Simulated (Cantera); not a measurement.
An adiabatic, constant-volume homogeneous reactor starts with CH₃OH : O₂ : N₂ = 1 : 1.53 : 5.76 (molar parts), at 1473 K and 1.00 atm.

Detailed kinetics in Cantera: GRI-Mech 3.0 (53 species, 325 reactions). GRI-Mech 3.0 was tuned for natural gas; its chemistry of methanol as a main component is partial and can be far from experiment.

**Question.** Predict: time of steepest temperature rise; temperature at 0.900 s; equilibrium temperature; x(O₂) at 0.900 s; x(H₂O) at 0.900 s; x(H) at 0.900 s.

**Answer.** 
| Quantity | Value |
|---|---|
| time of steepest temperature rise | 0.266 ms |
| temperature at 0.900 s | 2865 K |
| equilibrium temperature | 2865 K |
| x(O₂) at 0.900 s | 0.0249 (gas-phase equilibrium 0.0249) |
| x(H₂O) at 0.900 s | 0.177 (gas-phase equilibrium 0.177) |
| x(H) at 0.900 s | 0.0101 (gas-phase equilibrium 0.0101) |
